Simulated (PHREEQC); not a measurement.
Dissolve 4.4 mmol/kgw ZnSO4 and 2 mmol/kgw FeSO4 at 20 °C. Closed to the air; pH follows from the charge balance.

Equilibrium calculation in PHREEQC: ion-association model, phreeqc.dat.

- pH = 5.94
- ionic strength = 0.0190 mol/kgw
- specific conductance = 936 µS/cm

```tsv
species	molality	activity	log γ
SO4-2	0.00470	0.00278	-0.228
Zn+2	0.00318	0.00188	-0.228
Fe+2	0.00157	0.000950	-0.219
ZnSO4	0.00117	0.00118	0.002
FeSO4	0.000426	0.000428	0.002
Zn(SO4)2-2	4.75e-5	2.77e-5	-0.234
ZnOH+	1.38e-6	1.21e-6	-0.058
H+	1.30e-6	1.16e-6	-0.050
HSO4-	3.22e-7	2.82e-7	-0.058
```

No solid was allowed to form. Species that the database lacks are ignored.
